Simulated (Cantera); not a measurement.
An adiabatic, constant-volume homogeneous reactor starts with CH4 : O2 : N2 = 1 : 5 : 18.8 (molar parts), equivalence ratio 0.40, at 973 K and 7.70 atm. Integrator tolerance rtol = 1e-08.

Cantera simulation using GRI-Mech 3.0 (53 species, 325 reactions); the numbers are that mechanism's predictions, not measurements. Below about 1000 K GRI-Mech 3.0 lacks low-temperature oxidation paths.

| quantity | before | after |
|---|---|---|
| time of steepest temperature rise | 0.141 s | 2.98 ms |
| temperature at 7.00 s | 2074 K | 2273 K |
| equilibrium temperature | 2074 K | 2273 K |
| x(CH4) at 7.00 s | <1e-12 (gas-phase equilibrium <1e-12) | <1e-12 (gas-phase equilibrium <1e-12) |
| x(O2) at 7.00 s | 0.117 (gas-phase equilibrium 0.117) | 0.115 (gas-phase equilibrium 0.115) |
| x(CH2) at 7.00 s | <1e-12 (gas-phase equilibrium <1e-12) | <1e-12 (gas-phase equilibrium <1e-12) |
| x(C2H6) at 7.00 s | <1e-12 (gas-phase equilibrium <1e-12) | <1e-12 (gas-phase equilibrium <1e-12) |
| x(CH2CO) at 7.00 s | <1e-12 (gas-phase equilibrium <1e-12) | <1e-12 (gas-phase equilibrium <1e-12) |
| x(C2H) at 7.00 s | <1e-12 (gas-phase equilibrium <1e-12) | <1e-12 (gas-phase equilibrium <1e-12) |

**Question.** Which change was made?
(A) initial temperature 973 to 1225 K
(B) N2 18.8 to 31 parts
(C) initial temperature 973 to 1025 K
(D) pressure from 7.70 atm to 3.26 atm

**Answer.** A, initial temperature 973 to 1225 K
